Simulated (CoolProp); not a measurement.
R1336mzz(E) at several states: density (kg/m³) from the reference equation and from simpler models built on Tc = 130.4 °C, pc = 2.779 MPa, ω = 0.413; each cubic takes its own stable root.

Computed with CoolProp (reference Helmholtz-energy equation of state, Akasaka 2023).

```json
[
 {"T (°C)": "88.45", "p (MPa)": "5.7", "phase": "liquid", "reference": "1143"},
 {"T (°C)": "135.75", "p (MPa)": "0.188", "phase": "gas", "reference": "9.290"},
 {"T (°C)": "72.15", "p (MPa)": "0.83", "phase": "liquid", "reference": "1156"},
 {"T (°C)": "15.45", "p (MPa)": "0.469", "phase": "liquid", "reference": "1355"}
]
```

Q: How far does each simpler model (van der Waals, Redlich-Kwong, Soave-Redlich-Kwong, Peng-Robinson) lie from the reference over these 4 states: mean and median of the absolute difference, and the worst?

A: 
- van der Waals: mean 57.6 %, median 66.4 %, worst -97.3 % at 15.45 °C and 0.469 MPa
- Redlich-Kwong: mean 32.7 %, median 17.8 %, worst -95.0 % at 72.15 °C and 0.83 MPa
- Soave-Redlich-Kwong: mean 10.5 %, median 13.1 %, worst -15.8 % at 72.15 °C and 0.83 MPa
- Peng-Robinson: mean 2.1 %, median 1.9 %, worst -4.4 % at 72.15 °C and 0.83 MPa

At some of these states van der Waals, Redlich-Kwong gives the other phase, because its saturation line lies elsewhere.
